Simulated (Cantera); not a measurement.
A perfectly stirred reactor is fed with H₂ : O₂ : N₂ = 0.2 : 1 : 0.14 (molar parts), at 9.00 Torr; it is held at 1275 K, and followed from long to short residence time.

Model: the H2/O2 subset of GRI-Mech 3.0, which has no nitrogen chemistry, integrated in Cantera. Radical loss at walls, strong at low pressure, is not modelled. The temperature is held fixed by assumption; the heat of reaction is taken as removed at once.

Task: What does this change do: pressure from 9.00 Torr to 19.5 Torr?

Result: 
```tsv
quantity	before	after
x(H₂) at τ = 0.310 s	0.00128	0.000609
x(O₂) at τ = 0.310 s	0.715	0.722
x(H) at τ = 0.310 s	0.00241	0.000541
x(HO₂) at τ = 0.310 s	3.85e-6	5.51e-6
x(H₂O₂) at τ = 0.310 s	1.83e-7	2.83e-7
x(H₂) at τ = 5.30 ms	0.00940	0.00635
x(O₂) at τ = 5.30 ms	0.666	0.687
x(H) at τ = 5.30 ms	0.0357	0.0188
x(HO₂) at τ = 5.30 ms	4.98e-6	1.10e-5
x(H₂O₂) at τ = 5.30 ms	2.16e-7	4.87e-7
```
